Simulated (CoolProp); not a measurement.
Saturation properties of R1233zd(E).

The numbers come from the reference Helmholtz-energy equation of state, Akasaka 2022 in CoolProp.

```json
[
 {"T (°C)": "15.45", "p (MPa)": "0.09150", "liquid density (kg/m³)": "1286", "vapour density (kg/m³)": "5.175", "liquid cp (kJ/(kg K))": "1.166"},
 {"T (°C)": "21.75", "p (MPa)": "0.1159", "liquid density (kg/m³)": "1271", "vapour density (kg/m³)": "6.463", "liquid cp (kJ/(kg K))": "1.179"},
 {"T (°C)": "27.95", "p (MPa)": "0.1446", "liquid density (kg/m³)": "1256", "vapour density (kg/m³)": "7.965", "liquid cp (kJ/(kg K))": "1.192"},
 {"T (°C)": "34.15", "p (MPa)": "0.1786", "liquid density (kg/m³)": "1241", "vapour density (kg/m³)": "9.729", "liquid cp (kJ/(kg K))": "1.206"},
 {"T (°C)": "40.45", "p (MPa)": "0.2192", "liquid density (kg/m³)": "1225", "vapour density (kg/m³)": "11.82", "liquid cp (kJ/(kg K))": "1.220"},
 {"T (°C)": "46.65", "p (MPa)": "0.2658", "liquid density (kg/m³)": "1209", "vapour density (kg/m³)": "14.22", "liquid cp (kJ/(kg K))": "1.235"},
 {"T (°C)": "52.85", "p (MPa)": "0.3196", "liquid density (kg/m³)": "1192", "vapour density (kg/m³)": "16.98", "liquid cp (kJ/(kg K))": "1.250"},
 {"T (°C)": "59.05", "p (MPa)": "0.3813", "liquid density (kg/m³)": "1176", "vapour density (kg/m³)": "20.17", "liquid cp (kJ/(kg K))": "1.266"},
 {"T (°C)": "65.35", "p (MPa)": "0.4529", "liquid density (kg/m³)": "1158", "vapour density (kg/m³)": "23.88", "liquid cp (kJ/(kg K))": "1.284"},
 {"T (°C)": "71.55", "p (MPa)": "0.5329", "liquid density (kg/m³)": "1140", "vapour density (kg/m³)": "28.06", "liquid cp (kJ/(kg K))": "1.302"},
 {"T (°C)": "77.75", "p (MPa)": "0.6231", "liquid density (kg/m³)": "1122", "vapour density (kg/m³)": "32.84", "liquid cp (kJ/(kg K))": "1.321"},
 {"T (°C)": "83.95", "p (MPa)": "0.7244", "liquid density (kg/m³)": "1103", "vapour density (kg/m³)": "38.28", "liquid cp (kJ/(kg K))": "1.343"},
 {"T (°C)": "90.25", "p (MPa)": "0.8395", "liquid density (kg/m³)": "1083", "vapour density (kg/m³)": "44.61", "liquid cp (kJ/(kg K))": "1.366"},
 {"T (°C)": "96.45", "p (MPa)": "0.9657", "liquid density (kg/m³)": "1062", "vapour density (kg/m³)": "51.71", "liquid cp (kJ/(kg K))": "1.392"}
]
```

It boils at 18.1 °C under 1 atm.
